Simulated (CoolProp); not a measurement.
Vapour-liquid equilibrium of carbon dioxide (1) + dimethyl ether (2) at -19.35 °C; x and y are mole fractions of (1).

Values from CoolProp's multi-fluid Helmholtz-energy mixture model, Span 1996 and Wu 2011; pair parameters Bell 2016.

### Question
Give the bubble pressure and the first vapour's composition at x = 0.05, 0.35, 0.8. Is there an azeotrope?

### Answer
x = 0.05: 186.8 kPa, y = 0.340; x = 0.35: 627.9 kPa, y = 0.854; x = 0.8: 1541 kPa, y = 0.979. No azeotrope shows between x = 0.05 and 0.95.

The pair parameters rest on a limited set of measurements; away from them the model extrapolates.
